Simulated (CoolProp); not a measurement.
Model: reference Helmholtz-energy equation of state, Zhou 2016, in CoolProp.

**Question.** For R245ca, give the phase and the Z, cv (kJ/(kg K)), speed of sound (m/s), expansivity (1/kK) at 450 K and 405 kPa.

**Answer.** 
- 450 K and 405 kPa: gas; Z 0.964, cv 1.11, speed of sound 166, expansivity 2.53
